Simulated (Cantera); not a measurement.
## Adiabatic ignition

An adiabatic, constant-pressure homogeneous reactor starts with CH4 : O2 : N2 = 1 : 1.05 : 3.96 (molar parts), equivalence ratio 1.9, at 1675 K and 2.40 bar.

Model: GRI-Mech 3.0 (53 species, 325 reactions), integrated in Cantera.

```json
[
 {"t (s)": "9.00e-6", "T (K)": "1675", "x CH4": "0.166", "x O2": "0.175", "x NO": "<1e-12", "x OH": "4.12e-7", "x H2O2": "4.72e-7", "x H2": "2.42e-5"},
 {"t (s)": "1.75e-5", "T (K)": "1675", "x CH4": "0.166", "x O2": "0.175", "x NO": "<1e-12", "x OH": "8.10e-7", "x H2O2": "6.53e-7", "x H2": "6.21e-5"},
 {"t (s)": "3.42e-5", "T (K)": "1675", "x CH4": "0.165", "x O2": "0.174", "x NO": "3.47e-12", "x OH": "1.74e-6", "x H2O2": "8.84e-7", "x H2": "0.000208"},
 {"t (s)": "6.66e-5", "T (K)": "1681", "x CH4": "0.163", "x O2": "0.173", "x NO": "1.66e-11", "x OH": "4.67e-6", "x H2O2": "2.11e-6", "x H2": "0.00100"},
 {"t (s)": "0.000130", "T (K)": "1764", "x CH4": "0.137", "x O2": "0.156", "x NO": "5.29e-10", "x OH": "4.68e-5", "x H2O2": "1.22e-5", "x H2": "0.0121"},
 {"t (s)": "0.000253", "T (K)": "2708", "x CH4": "3.21e-10", "x O2": "5.98e-5", "x NO": "0.000424", "x OH": "0.00293", "x H2O2": "1.58e-8", "x H2": "0.142"},
 {"t (s)": "0.000493", "T (K)": "2695", "x CH4": "2.33e-11", "x O2": "7.74e-5", "x NO": "0.000451", "x OH": "0.00329", "x H2O2": "1.91e-8", "x H2": "0.142"},
 {"t (s)": "0.000961", "T (K)": "2694", "x CH4": "2.31e-11", "x O2": "7.78e-5", "x NO": "0.000474", "x OH": "0.00330", "x H2O2": "1.91e-8", "x H2": "0.142"},
 {"t (s)": "0.00187", "T (K)": "2694", "x CH4": "2.31e-11", "x O2": "7.77e-5", "x NO": "0.000498", "x OH": "0.00329", "x H2O2": "1.91e-8", "x H2": "0.142"},
 {"t (s)": "0.00365", "T (K)": "2694", "x CH4": "2.32e-11", "x O2": "7.76e-5", "x NO": "0.000512", "x OH": "0.00329", "x H2O2": "1.91e-8", "x H2": "0.142"},
 {"t (s)": "0.00711", "T (K)": "2694", "x CH4": "2.32e-11", "x O2": "7.76e-5", "x NO": "0.000515", "x OH": "0.00329", "x H2O2": "1.91e-8", "x H2": "0.142"},
 {"t (s)": "0.0139", "T (K)": "2694", "x CH4": "2.32e-11", "x O2": "7.76e-5", "x NO": "0.000515", "x OH": "0.00329", "x H2O2": "1.91e-8", "x H2": "0.142"},
 {"t (s)": "0.0270", "T (K)": "2694", "x CH4": "2.32e-11", "x O2": "7.76e-5", "x NO": "0.000515", "x OH": "0.00329", "x H2O2": "1.91e-8", "x H2": "0.142"},
 {"t (s)": "0.0527", "T (K)": "2694", "x CH4": "2.32e-11", "x O2": "7.76e-5", "x NO": "0.000515", "x OH": "0.00329", "x H2O2": "1.91e-8", "x H2": "0.142"},
 {"t (s)": "0.103", "T (K)": "2694", "x CH4": "2.32e-11", "x O2": "7.76e-5", "x NO": "0.000515", "x OH": "0.00329", "x H2O2": "1.91e-8", "x H2": "0.142"},
 {"t (s)": "0.200", "T (K)": "2694", "x CH4": "2.32e-11", "x O2": "7.76e-5", "x NO": "0.000515", "x OH": "0.00329", "x H2O2": "1.91e-8", "x H2": "0.142"}
]
```
x: mole fraction; the columns are a selection and need not sum to one.

```
Quantity                                                               Value
---------------------------------  -----------------------------------------
time of steepest temperature rise                                   0.157 ms
temperature at 0.200 s                                                2694 K
equilibrium temperature                                               2694 K
x(CH4) at 0.200 s                  2.32e-11 (gas-phase equilibrium 2.61e-11)
x(O2) at 0.200 s                     7.76e-5 (gas-phase equilibrium 7.76e-5)
x(NO) at 0.200 s                   0.000515 (gas-phase equilibrium 0.000515)
```
